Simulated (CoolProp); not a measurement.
Vapour-liquid equilibrium of ethane (1) + n-butane (2) at 0.386 bar; x and y are mole fractions of (1).

The numbers come from the multi-fluid Helmholtz-energy mixture model, Bücker 2006 and Bücker 2006; pair parameters Kunz 2012 in CoolProp.

Q: Give the bubble temperature and the first vapour's composition at x = 0.125, 0.2, 0.35. Is there an azeotrope?

A: x = 0.125: 207.1 K, y = 0.923; x = 0.2: 196.9 K, y = 0.968; x = 0.35: 185.6 K, y = 0.990. No azeotrope shows between x = 0.05 and 0.95.

Pair parameters are fitted to limited data, so mixtures are less certain than the pure fluids. The gap from Raoult's law changes sign with composition, which may be real or a fault of the pair parameters; it wasn't checked against measurements.
